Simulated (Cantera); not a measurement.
Standard-state values (1 bar) from the NASA 1993 polynomials, evaluated with Cantera. Values are per mole of reaction as written; species without (g) are pure solids or liquids, kept so even where they would boil at 1 bar.

PbO(g) + N₂(g) → N₂O(g) + Pb

```csv
T (K),ΔH° (kJ),ΔS° (J/K),ΔG° (kJ),log10 K,condensed phases
500,?,?,?,?,Pb(s)
600,?,?,?,?,Pb(s)
700,?,?,?,?,Pb(l)
800,?,?,?,?,Pb(l)
900,22.9,-127.6,137.7,-7.99,Pb(l)
1000,24.3,-126.1,150.4,-7.86,Pb(l)
```

Question: Fill in the missing entries.

Answer: 
- 500, ΔH° (kJ): 12.7
- 500, ΔS° (J/K): -143.4
- 500, ΔG° (kJ): 84.4
- 500, log10 K: -8.82
- 600, ΔH° (kJ): 13.8
- 600, ΔS° (J/K): -141.4
- 600, ΔG° (kJ): 98.6
- 600, log10 K: -8.59
- 700, ΔH° (kJ): 20.0
- 700, ΔS° (J/K): -131.2
- 700, ΔG° (kJ): 111.9
- 700, log10 K: -8.35
- 800, ΔH° (kJ): 21.4
- 800, ΔS° (J/K): -129.4
- 800, ΔG° (kJ): 124.9
- 800, log10 K: -8.15
